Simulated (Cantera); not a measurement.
Feed: 1 mol Nb, 0.01 mol H₂O, 13 mol H₂, equilibrated at 100 Torr.

Equilibrium computed with Cantera from the NASA thermochemical tables; the gas is ideal and each condensed phase is pure. Candidate condensed phases: H₂O, Nb, NbO, NbO₂, Nb₂O₅; 12 gas species. Condensed phases not in the tables: N, O or C dissolved in the metal. Equilibrium is a limit: real reactors are often held back by kinetics, nucleation or transport. All values below are at 2400 K.

Base state: H₂ 0.957, H 0.0426, H₂O 0.000675, NbO 4.11e-5, NbO₂ 1.51e-5 (mole fractions); condensed: Nb(s).

Q: What changes in the equilibrium state with this change: Nb replaced by Ta(OEt)₅?

A: 
```csv
species,before,after
H₂,0.957,0.795
CO,0,0.161
H,0.0426,0.0388
C₂H₂ (acetylene),0,0.00554
NbO,4.11e-5,0
C₄H₂,0,1.59e-5
C₂H,0,1.56e-5
NbO₂,1.51e-5,0
CH₄,0,1.50e-5
CH₃,0,1.34e-5
"Nb(s), mol",0.999,0
"C(graphite), mol",0,3.64
"TaC(s), mol",0,1.00
```
The feed counts by its element totals alone. TaC: taken at fixed stoichiometry. Condensed phases not in the tables: Ta₂C. Further candidate phases: C, C₆H₆, C₇H₈, C₈H₁₈, Ta, TaC, Ta₂O₅.

Q: What changes in the equilibrium state with this change: Nb replaced by V?

A: 
```csv
species,before,after
H₂,0.957,0.954
H,0.0426,0.0426
V,0,0.00232
VO,0,0.000421
NbO,4.11e-5,0
NbO₂,1.51e-5,0
VO₂,0,1.08e-5
H₂O,0.000675,0.000305
"Nb(s), mol",0.999,0
"V(l), mol",0,0.963
```
Further candidate phases: V, VO, V₂O₃, V₂O₄, V₂O₅.
